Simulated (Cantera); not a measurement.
Charge: 1 mol Al2O3, 0.48 mol H2O, 1.1 mol O2, held at 927 °C and 57.0 Torr.

Method: chemical equilibrium by Gibbs-energy minimisation in Cantera with the NASA 1993 tables (ideal gas, pure condensed phases). Candidate condensed phases: Al, Al2O3, H2O; 19 gas species. Equilibrium is a limit: real reactors are often held back by kinetics, nucleation or transport.

Q: What is the equilibrium state?

A: x(O2): 0.696
x(H2O): 0.304
x(OH): 1.34e-5
n(Al2O3(s)): 1.00 mol
gas amount: 1.580 mol
log10 activity of Al(l) (absent): -27.23
